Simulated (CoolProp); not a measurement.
Properties of R1233zd(E) along the isotherm 47.45 °C (Tc = 165.7 °C, pc = 3583 kPa, ω = 0.304).

Computed with CoolProp (reference Helmholtz-energy equation of state, Akasaka 2022).

```
p (kPa)   phase  cp (kJ/(kg K))  cv (kJ/(kg K))  Joule-Thomson coefficient (K/MPa)  isothermal compressibility (1/MPa)  fugacity coefficient
-------  ------  --------------  --------------  ---------------------------------  ----------------------------------  --------------------
3580     liquid           1.222          0.8513                            -0.2327                            0.002950               0.08019
7170     liquid           1.209          0.8514                            -0.2614                            0.002647               0.04622
10700    liquid           1.198          0.8517                            -0.2844                            0.002411               0.03561
14300    liquid           1.189          0.8522                            -0.3038                            0.002214               0.03069
17900    liquid           1.182          0.8529                            -0.3202                            0.002051               0.02821
21500    liquid           1.175          0.8538                            -0.3342                            0.001912                   ___
25100    liquid           1.170          0.8546                                ___                            0.001793               0.02654
28700    liquid           1.165          0.8556                                ___                            0.001689               0.02663
32200    liquid           1.161          0.8566                            -0.3660                            0.001600               0.02710
35800    liquid           1.157          0.8576                            -0.3744                            0.001519               0.02791
```

Q: Fill in the missing entries.

A: 
- 21500, fugacity coefficient: 0.02699
- 25100, Joule-Thomson coefficient (K/MPa): -0.3463
- 28700, Joule-Thomson coefficient (K/MPa): -0.3569
